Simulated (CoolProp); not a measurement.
R13 along the isobar 1100 kPa: fugacity coefficient from the reference equation and from simpler models built on Tc = 303.0 K, pc = 3973 kPa, ω = 0.175; each cubic takes its own stable root.

Computed with CoolProp (reference Helmholtz-energy equation of state, Platzer 1990). This equation is an older, rougher fit; its heat capacities, sound speeds and derivatives of the liquid may be far off and weren't checked against measurements.

```tsv
T (K)	phase	reference	van der Waals	Redlich-Kwong	Soave-Redlich-Kwong	Peng-Robinson
195.3	liquid	0.1105	0.4346	0.1497	0.1095	0.1096
211.8	liquid	0.2304	0.6323	0.2965	0.2308	0.2286
228.4	liquid	0.4214	0.8396	0.5147	0.4256	0.4186
245	liquid	0.6917	0.8641	0.8029	0.7022	0.6879
261.6	gas	0.8479	0.8836	0.8588	0.8535	0.8434
278.2	gas	0.8764	0.8995	0.8814	0.8786	0.8686
294.7	gas	0.8982	0.9125	0.8994	0.8986	0.8889
311.3	gas	0.9153	0.9235	0.9141	0.9149	0.9056
327.9	gas	0.9290	0.9327	0.9262	0.9283	0.9194
344.5	gas	0.9401	0.9405	0.9363	0.9395	0.9309
361.1	gas	0.9492	0.9472	0.9447	0.9487	0.9406
377.6	gas	0.9567	0.9529	0.9518	0.9565	0.9487
394.2	gas	0.9630	0.9579	0.9578	0.9631	0.9557
```

At some of these states van der Waals gives the other phase, because its saturation line lies elsewhere.
